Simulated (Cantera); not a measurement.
Input (Python, Cantera):

```python
import numpy as np
import cantera as ct

gas = ct.Solution("gri30.yaml")
gas.TPX = 1025, 80000, {'CO': 0.019, 'O2': 0.042, 'H2O': 0.0066, 'N2': 1}
reactor = ct.IdealGasConstPressureReactor(gas, energy="off", clone=False)
net = ct.ReactorNet([reactor])
net.rtol, net.atol = 1e-08, 1e-18
show = ['CO', 'O2', 'H2O', 'OH', 'NO', 'NO2']
times = np.geomspace(0.0002, 70, 11)

steps = ct.SolutionArray(gas, extra=["t"])
rows = []
print(f"{'t/s':>10s}{'T/K':>9s}{'P/Pa':>11s}" + "".join(f"{s:>11s}" for s in show))
for t in times:
    while net.time < t:
        t_next = net.step()
        steps.append(gas.state, t=t_next)
    rows.append([np.interp(t, steps.t, y) for y in (steps.T, steps.P, *steps(*show).X.T)])
    print(f"{t:10.3e}{rows[-1][0]:9.1f}{rows[-1][1]:11.4g}" + "".join(f"{x:11.3e}" for x in rows[-1][2:]))
rate = np.gradient(steps.T, steps.t)
print("integrator steps:", len(steps.t))
if steps.T.max() > steps.T[0] + 200:
    print(f"time of steepest temperature rise: {steps.t[rate.argmax()]:.4e} s")
gas.TPX = 1025, 80000, {'CO': 0.019, 'O2': 0.042, 'H2O': 0.0066, 'N2': 1}
gas.equilibrate("TP")
print(f"equilibrium (TP): T = {gas.T:.1f} K  " + "  ".join(f"{s} {gas[s].X[0]:.3e}" for s in show))
```

Result:

```
       t/s      T/K       P/Pa         CO         O2        H2O         OH         NO        NO2
 2.000e-04   1025.0      8e+04  1.780e-02  3.934e-02  6.182e-03  3.342e-12  2.965e-21  3.615e-29
 7.169e-04   1025.0      8e+04  1.780e-02  3.934e-02  6.182e-03  1.793e-11  4.028e-20  1.480e-26
 2.569e-03   1025.0      8e+04  1.780e-02  3.934e-02  6.182e-03  9.958e-11  6.853e-19  1.246e-23
 9.210e-03   1025.0      8e+04  1.780e-02  3.934e-02  6.182e-03  1.970e-09  9.322e-17  1.064e-19
 3.301e-02   1025.0      8e+04  1.663e-02  3.876e-02  6.151e-03  4.549e-06  5.537e-10  1.447e-11
 1.183e-01   1025.0      8e+04  6.432e-03  3.383e-02  6.186e-03  4.160e-06  9.881e-09  4.302e-10
 4.241e-01   1025.0      8e+04  1.089e-03  3.124e-02  6.228e-03  1.816e-06  1.551e-08  2.533e-09
 1.520e+00   1025.0      8e+04  8.666e-05  3.076e-02  6.237e-03  7.068e-07  1.432e-08  7.171e-09
 5.449e+00   1025.0      8e+04  2.780e-06  3.072e-02  6.237e-03  2.582e-07  1.681e-08  5.363e-09
 1.953e+01   1025.0      8e+04  4.466e-08  3.072e-02  6.238e-03  8.883e-08  2.149e-08  7.671e-10
 7.000e+01   1025.0      8e+04  6.840e-11  3.072e-02  6.238e-03  6.624e-08  2.207e-08  2.373e-10
integrator steps: 1530
equilibrium (TP): T = 1025.0 K  CO 1.609e-11  O2 3.071e-02  H2O 6.238e-03  OH 3.034e-08  NO 1.723e-05  NO2 2.666e-07
```

Model: GRI-Mech 3.0 (53 species, 325 reactions), integrated in Cantera.
